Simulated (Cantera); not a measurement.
Input: 1 mol Si, 3.6 mol SF₆, 4.8 mol H₂, equilibrated at 1373 K and 1.00 Torr.

These are equilibrium values from Cantera (NASA tables, ideal gas, pure condensed phases), not measurements of a reactor. Candidate condensed phases: S, Si; 39 gas species. The tables' values for SF₃, S₂F₂ (SSF₂), FS₂F (FSSF) are old estimates; treat these amounts as uncertain. The numbers say what is thermodynamically allowed, not how fast it happens.

Task: What is the equilibrium state?

Result: 
```json
{
 "x(HF)": "0.679",
 "x(SF₂)": "0.188",
 "x(SiF₄)": "0.0707",
 "x(SF₄)": "0.0265",
 "x(SF₃)": "0.0184",
 "x(S₂F₂ (SSF₂))": "0.0104",
 "x(F)": "0.00635",
 "x(SF)": "0.000269",
 "x(FS₂F (FSSF))": "4.69e-5",
 "gas_amount": "14.14 mol",
 "log10 activity of S(l) (absent)": "-4.80",
 "log10 activity of Si(s) (absent)": "-37.00"
}
```
